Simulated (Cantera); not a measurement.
An adiabatic, constant-pressure homogeneous reactor starts with 1.46 % C3H8, 18.2 % O2, 80.3 % N2, at 1625 K and 24.0 bar.

Computed with Cantera and GRI-Mech 3.0 (53 species, 325 reactions). GRI-Mech 3.0 was tuned for natural gas; its chemistry of propane as a main component is partial and can be far from experiment. The pressure lies above the range GRI-Mech 3.0 was tuned for (to about 10 atm).

Question: Predict: time of steepest temperature rise; temperature at 2.00 s; equilibrium temperature; x(O2) at 2.00 s; x(OH) at 2.00 s.

Answer: time of steepest temperature rise: 4.55 µs
temperature at 2.00 s: 2356 K
equilibrium temperature: 2356 K
x(O2) at 2.00 s: 0.101 (gas-phase equilibrium 0.101)
x(OH) at 2.00 s: 0.00253 (gas-phase equilibrium 0.00253)
